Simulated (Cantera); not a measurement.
Cantera run:

```python
import numpy as np
import cantera as ct

gas_names = [...]  # 139 gases of nasa_gas.yaml made of C, Cu, H, N, O
cond_names = """
    C(gr) C6H6(L) C7H8(L) C8H18(L),n-octa Cu(cr) Cu(L) CuO(s) CuO2H2(s) Cu2O(s) Cu2O(L) H2O(s) H2O(L)
""".split()


# ... load() reads the species with a 1 bar reference pressure and builds the phases ...
atoms = {
    'Cu2O': {'Cu': 2, 'O': 1},
    'H2': {'H': 2},
    'N2': {'N': 2},
    'CO2': {'C': 1, 'O': 2},
}
top_T = {'C(gr)': 4500, 'CuO(s)': 1390}  # K; cautious upper limits of use, not melting points


# ... equilibrate(T, P, feed) seeds the gas with the atoms and calls Mixture.equilibrate('TP', solver="vcs", rtol=1e-11, max_steps=5000) ...
results = []
feed = {'Cu2O': 1, 'H2': 3.3, 'N2': 0.42, 'CO2': 0.00067}  # mol
P = 37  # Pa
for T in [1048, 1098, 1148, 1198, 1248, 1298, 1348, 1398, 1448, 1498, 1548, 1598, 1648]:
    mix = equilibrate(T, P, feed)
    results.append((T, P, feed, dict(zip(mix.species_names, mix.species_moles))))
    x = sorted(zip(gas.X, gas.species_names), reverse=True)
    print(f"T = {T:g} K  P = {P:g} Pa  gas = {mix.phase_moles(0):.4g} mol")
    print("   x: " + "  ".join(f"{s} {v:.3e}" for v, s in x if v > 0.0001))
    print("   condensed (mol): " + ("  ".join(f"{mix.phase(i).name} {mix.phase_moles(i):.4g}"
          for i in range(1, mix.n_phases) if mix.phase_moles(i) > 1e-12) or "none"))
```

Output:

```
T = 1048 K  P = 37 Pa  gas = 3.721 mol
   x: H2 6.180e-01  H2O 2.689e-01  N2 1.129e-01  CO 1.188e-04
   condensed (mol): Cu(cr) 2
T = 1098 K  P = 37 Pa  gas = 3.721 mol
   x: H2 6.180e-01  H2O 2.689e-01  N2 1.129e-01  CO 1.257e-04
   condensed (mol): Cu(cr) 2
T = 1148 K  P = 37 Pa  gas = 3.721 mol
   x: H2 6.180e-01  H2O 2.689e-01  N2 1.129e-01  CO 1.316e-04
   condensed (mol): Cu(cr) 2
T = 1198 K  P = 37 Pa  gas = 3.721 mol
   x: H2 6.180e-01  H2O 2.689e-01  N2 1.129e-01  CO 1.366e-04
   condensed (mol): Cu(cr) 2
T = 1248 K  P = 37 Pa  gas = 3.721 mol
   x: H2 6.179e-01  H2O 2.689e-01  N2 1.129e-01  CO 1.407e-04  Cu 1.191e-04
   condensed (mol): Cu(cr) 2
T = 1298 K  P = 37 Pa  gas = 3.722 mol
   x: H2 6.177e-01  H2O 2.688e-01  N2 1.128e-01  Cu 4.067e-04  CO 1.442e-04
   condensed (mol): Cu(cr) 1.998
T = 1348 K  P = 37 Pa  gas = 3.726 mol
   x: H2 6.172e-01  H2O 2.686e-01  N2 1.127e-01  Cu 1.266e-03  CO 1.471e-04
   condensed (mol): Cu(cr) 1.995
T = 1398 K  P = 37 Pa  gas = 3.734 mol
   x: H2 6.157e-01  H2O 2.679e-01  N2 1.125e-01  Cu 3.506e-03  H 1.930e-04  CO 1.494e-04
   condensed (mol): Cu(L) 1.987
T = 1448 K  P = 37 Pa  gas = 3.755 mol
   x: H2 6.122e-01  H2O 2.665e-01  N2 1.118e-01  Cu 8.965e-03  H 3.749e-04  CO 1.507e-04
   condensed (mol): Cu(L) 1.966
T = 1498 K  P = 37 Pa  gas = 3.804 mol
   x: H2 6.042e-01  H2O 2.630e-01  N2 1.104e-01  Cu 2.149e-02  H 6.944e-04  CO 1.507e-04
   condensed (mol): Cu(L) 1.918
T = 1548 K  P = 37 Pa  gas = 3.913 mol
   x: H2 5.870e-01  H2O 2.557e-01  N2 1.073e-01  Cu 4.861e-02  H 1.226e-03  CO 1.481e-04
   condensed (mol): Cu(L) 1.81
T = 1598 K  P = 37 Pa  gas = 4.159 mol
   x: H2 5.518e-01  H2O 2.405e-01  Cu 1.043e-01  N2 1.010e-01  H 2.056e-03  CO 1.406e-04
   condensed (mol): Cu(L) 1.565
T = 1648 K  P = 37 Pa  gas = 4.742 mol
   x: H2 4.834e-01  Cu 2.135e-01  H2O 2.110e-01  N2 8.858e-02  H 3.219e-03  Cu2 1.983e-04  CO 1.244e-04
   condensed (mol): Cu(L) 0.9859
```

Cantera equilibrium calculation (NASA polynomials, part measured and part estimated; ideal gas, pure solids and liquids).
